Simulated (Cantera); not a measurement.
## Carbon deposition, reforming and gasification: CH4 + NH3 + N2

Feed: 1 mol CH4, 0.19 mol NH3, 13 mol N2, equilibrated at 75.0 Torr.

Cantera equilibrium calculation (NASA polynomials, part measured and part estimated; ideal gas, pure solids and liquids). Candidate condensed phases: C, C6H6, C7H8, C8H18; 92 gas species. Rates play no part.

| T (°C) | log p N2 | log p H2 | log p H | log p HCN | n C(graphite) |
|---|---|---|---|---|---|
| 2025 | -1.08 | -1.87 | -2.95 | -2.86 | 0.750 |
| 2100 | -1.08 | -1.89 | -2.80 | -2.78 | 0.688 |
| 2175 | -1.08 | -1.91 | -2.65 | -2.70 | 0.618 |
| 2250 | -1.08 | -1.93 | -2.52 | -2.63 | 0.540 |
| 2325 | -1.09 | -1.96 | -2.40 | -2.57 | 0.453 |
| 2400 | -1.09 | -2.00 | -2.29 | -2.52 | 0.358 |
| 2475 | -1.10 | -2.05 | -2.19 | -2.48 | 0.253 |
| 2550 | -1.10 | -2.10 | -2.10 | -2.44 | 0.135 |
| 2625 | -1.11 | -2.17 | -2.03 | -2.42 | 0 |
| 2700 | -1.11 | -2.22 | -1.95 | -2.46 | 0 |
log p: log10 of the partial pressure in bar; n: condensed amount in mol.

From 2025 °C to 2550 °C the condensed part is C(graphite). From 2625 °C to 2700 °C nothing is condensed. The main C-bearing gas is HCN throughout.
